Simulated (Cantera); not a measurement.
An isothermal, constant-pressure homogeneous reactor starts with CH₄ : N₂ = 1 : 1.4 (molar parts), at 1775 K and 0.00385 atm. Integrator tolerance rtol = 1e-08.

Model: GRI-Mech 3.0 (53 species, 325 reactions), integrated in Cantera. GRI-Mech 3.0 stops at C3 and has no aromatics, soot or wall deposition, so with more carbon than oxygen in the feed, carbon stays in small species such as C2H2 where larger ones or solid carbon would form. Radical loss at walls, strong at low pressure, is not modelled.

Question: What does this change do: 0.1 parts H2O added?

Answer: 
| quantity | before | after |
|---|---|---|
| x(CH₄) at 10.0 s | 0.000234 (gas-phase equilibrium 2.40e-5) | 0.00158 (gas-phase equilibrium 2.31e-5) |
| x(CH₃) at 10.0 s | 3.27e-5 (gas-phase equilibrium 3.41e-6) | 0.000174 (gas-phase equilibrium 3.22e-6) |
| x(C₂H) at 10.0 s | 7.99e-6 (gas-phase equilibrium 5.09e-6) | 5.40e-6 (gas-phase equilibrium 4.13e-6) |
| x(CH₂) at 10.0 s | 2.48e-7 (gas-phase equilibrium 2.65e-8) | 1.02e-6 (gas-phase equilibrium 2.45e-8) |
| x(HCN) at 10.0 s | 2.50e-5 (gas-phase equilibrium 0.110) | 3.67e-5 (gas-phase equilibrium 0.0974) |
